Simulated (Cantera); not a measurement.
An adiabatic, constant-pressure homogeneous reactor starts with CH₄ : O₂ : N₂ = 1 : 1.43 : 17.1 (molar parts), equivalence ratio 1.4, at 1125 K and 2250 Torr.

Model: GRI-Mech 3.0 (53 species, 325 reactions), integrated in Cantera.

Task: Predict: time of steepest temperature rise; temperature at 0.200 s; equilibrium temperature; x(O₂) at 0.200 s.

Result: 
```json
{
 "time_of_steepest_temperature_rise": "0.181 s",
 "temperature at 0.200 s": "1815 K",
 "equilibrium_temperature": "1815 K",
 "x(O₂) at 0.200 s": "1.29e-8 (gas-phase equilibrium 9.17e-9)"
}
```
